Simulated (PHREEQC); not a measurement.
A solution holds 0.18 mol/kgw Na2SO4, 0.0014 mol/kgw Na2B4O7 and 0.66 mol/kgw KBr, at 25 °C. Closed to the air; pH follows from the charge balance.

Computed with PHREEQC (Pitzer model, pitzer.dat).

Each row changes one thing in this solution. Precipitation was switched off in this run.

```tsv
case	pH	B(OH)3 (mol/kgw)	B(OH)4- (mol/kgw)	B3O3(OH)4- (mol/kgw)	B4O5(OH)4-2 (mol/kgw)	HSO4- (mol/kgw)	SI of Arcanite (K2SO4)	SI of Glaserite (NaK3(SO4)2)
as made	9.05	0.00281	0.00278	1.17e-6	6.53e-8	1.99e-9	-0.88	-1.94
diluted 5-fold with water	[?]	0.000576	0.000544	9.79e-9	5.46e-11	9.02e-10	-2.32	-4.85
KBr from 0.66 to 1.32 mol/kgw	[?]	0.00282	0.00278	1.05e-6	8.39e-8	1.21e-9	[?]	-1.44
Na2SO4 from 0.18 to 0.162 mol/kgw	9.05	0.00282	0.00278	1.17e-6	6.48e-8	1.81e-9	-0.91	-2.04
```

Complete the blanks.


- diluted 5-fold with water, pH: 9.06
- KBr from 0.66 to 1.32 mol/kgw, pH: 9.12
- KBr from 0.66 to 1.32 mol/kgw, SI of Arcanite (K2SO4): -0.49

In brines, pH and single-ion activities rest on the MacInnes convention.
